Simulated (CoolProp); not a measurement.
Vapour-liquid equilibrium of R143a (1) + dimethyl ether (2) at -88.75 °C; x and y are mole fractions of (1).

Computed with CoolProp (multi-fluid Helmholtz-energy mixture model, Lemmon and Jacobsen 2000 and Wu 2011; pair parameters Bell 2016).

```
x     bubble pressure (MPa)  y at the bubble point  dew pressure at overall composition x (MPa)  liquid density (mol/L)
----  ---------------------  ---------------------  -------------------------------------------  ----------------------
0.05               0.002404                  0.225                                     0.002043                   17.61
0.15               0.003219                  0.478                                     0.002235                   17.32
0.25               0.003951                  0.620                                     0.002466                   17.04
0.35               0.004620                  0.713                                     0.002749                   16.77
0.45               0.005243                  0.781                                     0.003102                   16.50
0.55               0.005832                  0.834                                     0.003553                   16.24
0.65               0.006401                  0.878                                     0.004145                   15.99
0.75               0.006960                  0.917                                     0.004942                   15.75
0.85               0.007518                  0.951                                     0.006030                   15.51
0.95               0.008083                  0.984                                     0.007494                   15.27
```

No azeotrope shows between x = 0.05 and 0.95.

The pair parameters rest on a limited set of measurements; away from them the model extrapolates.
